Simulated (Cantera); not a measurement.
Stirred combustor or abatement burner

A perfectly stirred reactor is fed with 14.2 % CH4, 15.8 % O2, 59.5 % N2, 10.4 % CO2, at 0.987 atm; it is adiabatic with a 600 K inlet, and is followed from long to short residence time, starting on the burning branch (τ in s: 0.38, 0.15, 0.063, 0.025, 0.01, 0.0042, 0.0017, 0.0007, 0.00028, 0.00011, 4.7e-05).

Computed with Cantera and GRI-Mech 3.0 (53 species, 325 reactions).

```
τ (s)    T (K)    x CH4      x O2   x CO2    x HO2    x HCN    x C2H
-------  -----  -------  --------  ------  -------  -------  -------
0.38      1748  0.00547  0.000423  0.0876  5.16e-8  6.94e-6  3.07e-8
0.15      1752  0.00672  0.000855  0.0900  1.17e-7  7.56e-6  5.29e-8
0.063     1752  0.00792   0.00160  0.0921  2.52e-7  7.81e-6  8.07e-8
0.025     1745  0.00941   0.00310  0.0942  5.89e-7  7.26e-6  1.14e-7
0.010     1724   0.0117   0.00612  0.0968  1.48e-6  5.30e-6  1.37e-7
0.0042    1669   0.0172    0.0138   0.101  4.58e-6  1.92e-6  1.05e-7
0.0017     600    0.142     0.158   0.104   <1e-12   <1e-12   <1e-12
0.00070    600    0.142     0.158   0.104   <1e-12   <1e-12   <1e-12
0.00028    600    0.142     0.158   0.104   <1e-12   <1e-12   <1e-12
0.00011    600    0.142     0.158   0.104   <1e-12   <1e-12   <1e-12
4.7e-5     600    0.142     0.158   0.104   <1e-12   <1e-12   <1e-12
```
x: mole fraction; the columns are a selection and need not sum to one.
